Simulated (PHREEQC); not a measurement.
Model water analysis in mg/L, 25 °C, pH 2.4, pe 11.3:

```json
[
 {"constituent": "Na", "mg/L": "27.8"},
 {"constituent": "K", "mg/L": "4.33"},
 {"constituent": "Ca", "mg/L": "194"},
 {"constituent": "Mg", "mg/L": "11"},
 {"constituent": "Cl", "mg/L": "66.2"},
 {"constituent": "S(6) as SO4", "mg/L": "551"},
 {"constituent": "Mn(2)", "mg/L": "0.105"},
 {"constituent": "Pb", "mg/L": "1.99"},
 {"constituent": "Sr", "mg/L": "4.4"},
 {"constituent": "Br", "mg/L": "0.214"},
 {"constituent": "Cu(2)", "mg/L": "0.39"},
 {"constituent": "N(5) as NO3", "mg/L": "0.48"}
]
```

Cl is adjusted to close the charge balance.
Valence states are taken as typed.

Model: ion-association model, wateq4f.dat, run in PHREEQC.

### Question
The ionic strength comes out as 0.0224 mol/kgw. What activity coefficients do Cl-, NaSO4-, CaHSO4+, Br-, Pb+2 get?

### Answer
Cl- 0.86, NaSO4- 0.87, CaHSO4+ 0.86, Br- 0.86, Pb+2 0.56.

No solid was allowed to form.
